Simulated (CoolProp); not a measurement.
Octamethyltrisiloxane (MDM) along the isobar 0.448 MPa: density (kg/m³) from the reference equation and from simpler models built on Tc = 565.4 K, pc = 1.438 MPa, ω = 0.528; each cubic takes its own stable root.

Computed with CoolProp (reference Helmholtz-energy equation of state, Thol 2017).

```csv
T (K),phase,reference
260.2,liquid,853.3
264.5,liquid,849.1
268.8,liquid,844.9
273.1,liquid,840.7
277.5,liquid,836.4
281.8,liquid,832.1
286.1,liquid,827.9
290.4,liquid,823.6
294.8,liquid,819.2
299.1,liquid,814.9
303.4,liquid,810.6
307.8,liquid,806.2
312.1,liquid,801.9
316.4,liquid,797.5
320.7,liquid,793.2
325.1,liquid,788.7
```

Problem. How far does each simpler model (van der Waals, Redlich-Kwong, Soave-Redlich-Kwong, Peng-Robinson) lie from the reference over these 16 states: mean and median of the absolute difference, and the worst?

Solution. 
- van der Waals: mean 42.6 %, median 42.6 %, worst -43.0 % at 260.2 K and 0.448 MPa
- Redlich-Kwong: mean 15.1 %, median 15.0 %, worst -15.4 % at 260.2 K and 0.448 MPa
- Soave-Redlich-Kwong: mean 10.7 %, median 10.7 %, worst -11.8 % at 260.2 K and 0.448 MPa
- Peng-Robinson: mean 0.7 %, median 0.7 %, worst +1.5 % at 325.1 K and 0.448 MPa
